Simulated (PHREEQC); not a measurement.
Consider water at 25 °C with 0.0025 mol/kgw HF, 0.0046 mol/kgw (CH3)4NF and 0.0029 mol/kgw HCl. Closed to the air; pH follows from the charge balance.

All values are PHREEQC results (ion-association model, wateq4f.dat), not measurements.

```csv
quantity,before,after
pH,2.97,4.31
ionic strength (mol/kgw),0.00575,9.52e-5
HF (mol/kgw),0.00412,4.78e-6
F- (mol/kgw),0.00280,6.62e-5
HF2- (mol/kgw),4.44e-5,1.21e-9
H2F2 (mol/kgw),4.43e-5,5.95e-11
```

**Question.** What was changed between the two runs?
(A) 0.00049 mol/kgw Na2HAsO4 added
(B) diluted 100-fold with water
(C) 0.0082 mol/kgw Fe2(SO4)3 added
(D) HCl replaced by ZnCl2 at the same molality
(E) HCl from 0.0029 to 0.00029 mol/kgw

**Answer.** B, diluted 100-fold with water

No solid was allowed to form. (CH3)4N+ isn't in the database: it is added as a free cation with an ion size of 4 Å.
